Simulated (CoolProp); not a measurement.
Vapour pressure (bar) of n-perfluorohexane: the reference equation beside estimates from Tc = 448.0 K, pc = 17.42 bar, ω = 0.497.

Model: reference Helmholtz-energy equation of state, Gao 2022, in CoolProp.

```csv
T (K),reference,Lee-Kesler,Soave-Redlich-Kwong,Peng-Robinson
332.3,1.085,1.087,1.089,1.088
335.6,1.209,1.213,1.215,1.213
338.9,1.345,1.349,1.353,1.348
342.2,1.492,1.497,?,1.495
345.5,1.651,?,1.664,?
348.8,1.822,1.831,1.839,1.827
352.2,2.013,?,?,2.019
355.5,2.213,2.224,2.239,2.220
358.8,2.428,?,2.458,2.436
362.1,2.658,?,2.694,2.669
365.4,2.904,2.920,2.947,2.918
368.7,3.167,3.186,3.218,3.184
372,3.449,3.469,3.508,3.469
375.3,3.748,3.771,3.816,3.773
```

**Question.** What belongs in the gaps?

**Answer.** 
- 342.2, Soave-Redlich-Kwong: 1.502
- 345.5, Lee-Kesler: 1.657
- 345.5, Peng-Robinson: 1.655
- 352.2, Lee-Kesler: 2.023
- 352.2, Soave-Redlich-Kwong: 2.034
- 358.8, Lee-Kesler: 2.440
- 362.1, Lee-Kesler: 2.672

Absolute difference from the reference over all 14 rows, mean and median: Lee-Kesler 0.5 and 0.5 %, Soave-Redlich-Kwong 1.1 and 1.1 %, Peng-Robinson 0.4 and 0.3 %.
